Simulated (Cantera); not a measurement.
A Cantera script and its output.

```python
import numpy as np
import cantera as ct

gas = ct.Solution("gri30.yaml")
gas.TPX = 1650, 180000, {'C2H6': 1, 'N2': 130, 'H2O': 5}
reactor = ct.IdealGasConstPressureReactor(gas, energy="off", clone=False)
net = ct.ReactorNet([reactor])
net.rtol, net.atol = 1e-08, 1e-18
show = ['C2H6', 'H2', 'C2H', 'C2H4', 'H', 'CH4']
times = np.geomspace(0.0004, 3, 11)

steps = ct.SolutionArray(gas, extra=["t"])
rows = []
print(f"{'t/s':>10s}{'T/K':>9s}{'P/Pa':>11s}" + "".join(f"{s:>11s}" for s in show))
for t in times:
    while net.time < t:
        t_next = net.step()
        steps.append(gas.state, t=t_next)
    rows.append([np.interp(t, steps.t, y) for y in (steps.T, steps.P, *steps(*show).X.T)])
    print(f"{t:10.3e}{rows[-1][0]:9.1f}{rows[-1][1]:11.4g}" + "".join(f"{x:11.3e}" for x in rows[-1][2:]))
rate = np.gradient(steps.T, steps.t)
print("integrator steps:", len(steps.t))
if steps.T.max() > steps.T[0] + 200:
    print(f"time of steepest temperature rise: {steps.t[rate.argmax()]:.4e} s")
gas.TPX = 1650, 180000, {'C2H6': 1, 'N2': 130, 'H2O': 5}
gas.equilibrate("TP")
print(f"equilibrium (TP): T = {gas.T:.1f} K  " + "  ".join(f"{s} {gas[s].X[0]:.3e}" for s in show))
```

It prints:

```
       t/s      T/K       P/Pa       C2H6         H2        C2H       C2H4          H        CH4
 4.000e-04   1650.0    1.8e+05  2.897e-05  9.525e-03  3.855e-08  2.061e-03  2.293e-05  2.002e-03
 9.763e-04   1650.0    1.8e+05  4.296e-06  1.053e-02  2.074e-08  1.137e-03  1.053e-05  2.029e-03
 2.383e-03   1650.0    1.8e+05  2.037e-06  1.128e-02  1.739e-08  4.441e-04  8.074e-06  2.020e-03
 5.815e-03   1650.0    1.8e+05  1.858e-06  1.178e-02  1.819e-08  6.859e-05  8.173e-06  1.986e-03
 1.419e-02   1650.0    1.8e+05  1.710e-06  1.212e-02  1.819e-08  2.331e-05  8.372e-06  1.914e-03
 3.464e-02   1650.0    1.8e+05  1.432e-06  1.280e-02  1.771e-08  2.123e-05  8.712e-06  1.779e-03
 8.455e-02   1650.0    1.8e+05  1.052e-06  1.422e-02  1.635e-08  1.881e-05  9.287e-06  1.592e-03
 2.063e-01   1650.0    1.8e+05  6.973e-07  1.687e-02  1.338e-08  1.671e-05  9.997e-06  1.430e-03
 5.036e-01   1650.0    1.8e+05  4.278e-07  2.099e-02  9.253e-09  1.454e-05  1.075e-05  1.299e-03
 1.229e+00   1650.0    1.8e+05  2.174e-07  2.631e-02  5.248e-09  1.094e-05  1.161e-05  1.079e-03
 3.000e+00   1650.0    1.8e+05  7.828e-08  3.182e-02  2.155e-09  5.802e-06  1.244e-05  7.338e-04
integrator steps: 1420
equilibrium (TP): T = 1650.0 K  C2H6 1.298e-21  H2 3.769e-02  C2H 1.959e-21  C2H4 6.257e-18  H 1.324e-05  CH4 9.185e-11
```

Cantera simulation using GRI-Mech 3.0 (53 species, 325 reactions); the numbers are that mechanism's predictions, not measurements.
